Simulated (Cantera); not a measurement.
Feed: 1 mol B₂O₃, 12 mol NH₃, 4.3 mol H₂, held at 2000 K and 190 Pa.

Method: chemical equilibrium by Gibbs-energy minimisation in Cantera with the NASA 1993 tables (ideal gas, pure condensed phases). Candidate condensed phases: B, BN, B₂O₃, B₃O₃H₃, H₂O; 39 gas species. The numbers say what is thermodynamically allowed, not how fast it happens.

Base state: H₂ 0.706, N₂ 0.200, H 0.0314, HBO₂ 0.0198, HBO 0.0166, BO 0.0107, B₂O₃ 0.00875, H₂O 0.00470 (mole fractions); condensed: gas only.

### Question
What changes in the equilibrium state with this change: pressure from 190 Pa to 1330 Pa?

### Answer
```json
[
 {"species": "H₂", "before": "0.706", "after": "0.725"},
 {"species": "N₂", "before": "0.200", "after": "0.203"},
 {"species": "HBO", "before": "0.0166", "after": "0.0199"},
 {"species": "H", "before": "0.0314", "after": "0.0120"},
 {"species": "BO", "before": "0.0107", "after": "0.00478"},
 {"species": "B₂O₃", "before": "0.00875", "after": "0.0102"},
 {"species": "HBO₂", "before": "0.0198", "after": "0.0197"},
 {"species": "OH", "before": "2.08e-5", "after": "6.57e-6"},
 {"species": "BO₂", "before": "0.000106", "after": "3.92e-5"},
 {"species": "B₂O₂", "before": "0.00106", "after": "0.00149"}
]
```
